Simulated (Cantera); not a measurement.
A Cantera script and what it prints.

```python
import numpy as np
import cantera as ct

gas_names = [...]  # 110 gases of nasa_gas.yaml made of C, H, O
cond_names = """
    C(gr) C6H6(L) C7H8(L) C8H18(L),n-octa H2O(s) H2O(L)
""".split()


# ... load() reads the species with a 1 bar reference pressure and builds the phases ...
atoms = {
    'C6H6': {'C': 6, 'H': 6},
    'H2O': {'H': 2, 'O': 1},
    'H2': {'H': 2},
}
top_T = {'C(gr)': 4500}  # K; cautious upper limits of use, not melting points


# ... equilibrate(T, P, feed) seeds the gas with the atoms and calls Mixture.equilibrate('TP', solver="vcs", rtol=1e-11, max_steps=5000) ...
results = []
feed = {'C6H6': 1, 'H2O': 0.061, 'H2': 22}  # mol
T = 1050  # K
P = 8800000  # Pa
mix = equilibrate(T, P, feed)
results.append((T, P, feed, dict(zip(mix.species_names, mix.species_moles))))
print(gas.report(threshold=0.0001))
for i in range(1, mix.n_phases):
    print(f"{mix.phase(i).name:16s} {mix.phase_moles(i):12.5e} mol")
```

Output:

```
       temperature   1050 K
          pressure   8.8e+06 Pa
           density   6.5339 kg/m^3
  mean mol. weight   6.4821 kg/kmol
   phase of matter   gas

                          1 kg             1 kmol
                     ---------------   ---------------
          enthalpy        6.6756e+05        4.3272e+06  J
   internal energy       -6.7926e+05        -4.403e+06  J
           entropy             25077        1.6255e+05  J/K
    Gibbs function       -2.5664e+07       -1.6635e+08  J
 heat capacity c_p            6889.3             44657  J/K
 heat capacity c_v            5606.6             36343  J/K

                      mass frac. Y      mole frac. X     chem. pot. / RT
                     ---------------   ---------------   ---------------
               CH4           0.77871           0.31464           -30.668
                H2           0.21215           0.68212           -13.533
               H2O          0.008784         0.0031606           -53.998
     [ +107 minor]        0.00035291        7.8675e-05

C(gr)             0.00000e+00 mol
```

Cantera equilibrium calculation (NASA polynomials, part measured and part estimated; ideal gas, pure solids and liquids). The ideal-gas law is rough above about 30 bar.
